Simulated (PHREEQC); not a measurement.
A PHREEQC speciation (ion-association model, wateq4f.dat) at 65 °C gives pH 5.62 and these molalities:

```csv
species,mol/kgw
SO4-2,0.00318
Fe+2,0.00318
FeSO4,0.00132
FeOH+,4.08e-6
H+,2.70e-6
HSO4-,1.41e-6
```

Question: What are the element totals, and what could have been dissolved in 1 kg of water to give them?

Answer: Several could match; the one computed here: totals Fe(2) 0.00450, S(6) 0.00450 mol/kgw, from 0.0045 mol FeSO4 per kg of water.

This is a speciation only: nothing precipitates in the calculation. At this temperature some constants are extrapolated from 25 °C, and those without enthalpy data are left unchanged.
